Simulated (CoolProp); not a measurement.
Diethyl ether along the isobar 162 bar: density (kg/m³) from the reference equation and from simpler models built on Tc = 194.7 °C, pc = 37.17 bar, ω = 0.282; each cubic takes its own stable root.

The numbers come from the reference Helmholtz-energy equation of state, Thol 2014 in CoolProp.

```csv
T (°C),phase,reference,Soave-Redlich-Kwong,Peng-Robinson
17.25,liquid,735.5,678.0,761.6
42.95,liquid,709.6,656.8,738.2
68.75,liquid,682.5,633.5,712.2
94.55,liquid,654.3,608.2,683.5
120.25,liquid,624.8,580.6,652.0
146.05,liquid,593.7,550.6,617.2
171.75,liquid,561.1,518.2,579.3
197.55,supercritical,526.7,483.5,538.1
223.35,supercritical,490.4,446.8,494.5
249.05,supercritical,452.7,409.4,449.9
274.85,supercritical,414.2,372.3,406.1
```
